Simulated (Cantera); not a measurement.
# Abatement and gas-phase synthesis: HCl + O₂

Input: 1 mol HCl, 0.031 mol O₂, held at 10.0 mbar.

These are equilibrium values from Cantera (NASA tables, ideal gas, pure condensed phases), not measurements of a reactor. Candidate condensed phases: H₂O; 29 gas species. Ions and electrons are included (thermal ionisation). Kinetics and transport are ignored.

From 3000 K to 5000 K nothing is condensed.

```json
[
 {"T (K)": "3000", "x Cl": "0.465", "x H": "0.354", "x HCl": "0.0968", "x H₂": "0.0502", "x O": "0.0254", "x OH": "0.00588"},
 {"T (K)": "3500", "x Cl": "0.483", "x H": "0.470", "x HCl": "0.00982", "x H₂": "0.00633", "x O": "0.0298", "x OH": "0.000689"},
 {"T (K)": "4000", "x Cl": "0.485", "x H": "0.483", "x HCl": "0.00141", "x H₂": "0.000917", "x O": "0.0300", "x OH": "0.000102"},
 {"T (K)": "4500", "x Cl": "0.485", "x H": "0.484", "x HCl": "0.000305", "x H₂": "0.000196", "x O": "0.0301", "x OH": "2.23e-5"},
 {"T (K)": "5000", "x Cl": "0.485", "x H": "0.485", "x HCl": "8.90e-5", "x H₂": "5.68e-5", "x O": "0.0301", "x OH": "6.56e-6"}
]
```
x: gas mole fraction; nothing condenses.
